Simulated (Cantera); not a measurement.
# Reactions in the system C-H-Ti

Standard-state values (1 bar) from the NASA 1993 polynomials, evaluated with Cantera. Values are per mole of reaction as written; species without (g) are pure solids or liquids, kept so even where they would boil at 1 bar. TiC: taken at fixed stoichiometry.

4 Ti + 3 C2H2(g) = C2H6(g) + 4 TiC

```csv
T (K),ΔH° (kJ),ΔS° (J/K),ΔG° (kJ),log10 K,condensed phases
823,-1513.0,-419.0,-1168.1,74.14,"Ti(α), TiC(s)"
923,-1513.5,-419.6,-1126.2,63.73,"Ti(α), TiC(s)"
1023,-1514.2,-420.3,-1084.2,55.36,"Ti(α), TiC(s)"
1123,-1516.5,-422.5,-1042.1,48.47,"Ti(α), TiC(s)"
1223,-1532.2,-436.1,-998.8,42.66,"Ti(β), TiC(s)"
1323,-1531.0,-435.2,-955.3,37.72,"Ti(β), TiC(s)"
1423,-1530.2,-434.5,-911.8,33.47,"Ti(β), TiC(s)"
1523,-1529.6,-434.2,-868.4,29.78,"Ti(β), TiC(s)"
1623,-1529.4,-434.0,-825.0,26.55,"Ti(β), TiC(s)"
1723,-1529.5,-434.1,-781.6,23.69,"Ti(β), TiC(s)"
```
